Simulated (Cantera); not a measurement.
Input: 1 mol Si, 0.07 mol CO2, 150 mol N2, 0.062 mol H2O, at 1425 K and 13.3 mbar.

Method: chemical equilibrium by Gibbs-energy minimisation in Cantera with the NASA 1993 tables (ideal gas, pure condensed phases). Candidate condensed phases: C, C6H6, C7H8, C8H18, H2O, Si, SiC, SiO2, Si2N2O, Si3N4; 151 gas species. N2 is the only nitrogen source here; it is nearly inert below about 1500 K, so the nitride shown seldom forms there in practice. Mutual solubility and eutectic melting of coexisting phases are not modelled. Rates play no part.

Base state: N2 0.999, H2 0.000410, CO 0.000258 (mole fractions); condensed: SiC(s) + Si2N2O(s) + Si3N4(s).

Problem. What changes in the equilibrium state with this change: H2O from 0.062 to 0.51 mol?

Solution. 
| species | before | after |
|---|---|---|
| N2 | 0.999 | 0.996 |
| H2 | 0.000410 | 0.00339 |
| CO | 0.000258 | 0.000466 |
| SiO | 8.64e-7 | 8.47e-5 |
| SiC(s), mol | 0.0303 | 0 |
| Si2N2O(s), mol | 0.163 | 0.469 |
| Si3N4(s), mol | 0.214 | 0 |
| SiO2(β-quartz), mol | 0 | 0.0490 |
The tables hold silica as quartz up to 1696 K and as liquid above; real silica turns to tridymite and cristobalite and melts near 1996 K.

Problem. What changes in the equilibrium state with this change: Si replaced by SiC?

Solution. 
```
species             before     after
----------------  --------  --------
N2                   0.999     0.999
CO                0.000258  0.000948
H2                0.000410  0.000406
HCN                7.94e-6   1.22e-5
SiC(s), mol         0.0303     0.881
Si2N2O(s), mol       0.163    0.0595
Si3N4(s), mol        0.214         0
C(graphite), mol         0    0.0451
```
